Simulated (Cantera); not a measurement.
An isothermal, constant-pressure homogeneous reactor starts with 50.7 % CH4, 45.1 % CO2, 4.26 % H2, at 1348 K and 4.93 atm.

Model: GRI-Mech 3.0 (53 species, 325 reactions), integrated in Cantera.

x: mole fraction; the columns are a selection and need not sum to one.

| t (s) | x CH4 | x CO2 | x H2 | x CH2O | x HO2 |
|---|---|---|---|---|---|
| 1.00e-5 | 0.507 | 0.451 | 0.0426 | <1e-12 | <1e-12 |
| 2.93e-5 | 0.507 | 0.451 | 0.0426 | 4.47e-12 | <1e-12 |
| 8.58e-5 | 0.507 | 0.451 | 0.0426 | 1.02e-10 | <1e-12 |
| 0.000251 | 0.507 | 0.451 | 0.0426 | 1.59e-9 | <1e-12 |
| 0.000737 | 0.507 | 0.451 | 0.0426 | 9.68e-9 | <1e-12 |
| 0.00216 | 0.506 | 0.451 | 0.0426 | 3.32e-8 | <1e-12 |
| 0.00632 | 0.506 | 0.451 | 0.0427 | 9.03e-8 | <1e-12 |
| 0.0185 | 0.506 | 0.451 | 0.0429 | 1.79e-7 | <1e-12 |
| 0.0543 | 0.503 | 0.450 | 0.0441 | 2.34e-7 | <1e-12 |
| 0.159 | 0.497 | 0.447 | 0.0482 | 2.38e-7 | <1e-12 |
| 0.466 | 0.477 | 0.437 | 0.0609 | 2.27e-7 | <1e-12 |
| 1.37 | 0.427 | 0.405 | 0.0871 | 2.27e-7 | <1e-12 |
| 4.00 | … | … | … | … | <1e-12 |

Some entries are withheld; supply them.


- 4.00, x CH4: 0.327
- 4.00, x CO2: 0.310
- 4.00, x H2: 0.107
- 4.00, x CH2O: 3.38e-7
